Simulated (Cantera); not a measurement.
NO annealing gas

An isothermal, constant-pressure homogeneous reactor starts with 28.9 % NO, 69.3 % N₂, 1.76 % H₂O, at 2150 K and 0.670 bar.

Detailed kinetics in Cantera: GRI-Mech 3.0 (53 species, 325 reactions).

```
t (s)       x NO    x N₂O      x O₂     x NO₂   x N₂
--------  ------  -------  --------  --------  -----
0.000800   0.288  3.17e-5  0.000277   2.15e-5  0.693
0.00163    0.288  2.76e-5  0.000662   2.05e-5  0.694
0.00332    0.286  2.72e-5   0.00127   2.61e-5  0.694
0.00676    0.284  2.77e-5   0.00251   3.57e-5  0.696
0.0138     0.278  2.75e-5   0.00506   4.91e-5  0.698
0.0280     0.268  2.62e-5    0.0103   6.68e-5  0.704
0.0571     0.246  2.26e-5    0.0209   8.71e-5  0.714
0.116      0.205  1.59e-5    0.0413  0.000102  0.735
0.237      0.138  7.45e-6    0.0745   9.20e-5  0.768
0.482     0.0642  1.92e-6     0.111   5.22e-5  0.805
0.982     0.0215  5.78e-7     0.133   1.91e-5  0.826
2.00      0.0105  4.50e-7     0.138   9.47e-6  0.832
```
x: mole fraction; the columns are a selection and need not sum to one.

Equilibrium at this temperature and pressure: NO 0.00943, N₂O 4.42e-7, O₂ 0.139, NO₂ 8.56e-6, N₂ 0.832 (gas phase only).
